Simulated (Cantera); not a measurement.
A closed system holds: 1 mol Si₃N₄, 1.1 mol H₂O, 1.5 mol H₂, equilibrated at 0.0920 bar.

Method: chemical equilibrium by Gibbs-energy minimisation in Cantera with the NASA 1993 tables (ideal gas, pure condensed phases). Candidate condensed phases: H₂O, Si, SiO₂, Si₂N₂O, Si₃N₄; 35 gas species. Mutual solubility and eutectic melting of coexisting phases are not modelled. Gases not in the tables: Si₂H₆ and higher silanes. The numbers say what is thermodynamically allowed, not how fast it happens.

Question: At 1552 °C, list the 7 most abundant gas species with their mole fractions, and the condensed phases.

Answer: H₂ 0.850, N₂ 0.143, SiO 0.00526, H 0.00134, Si 4.94e-5, SiH₂ 3.03e-5, SiH 1.47e-5. Condensed: Si(l) + Si₂N₂O(s) + Si₃N₄(s).
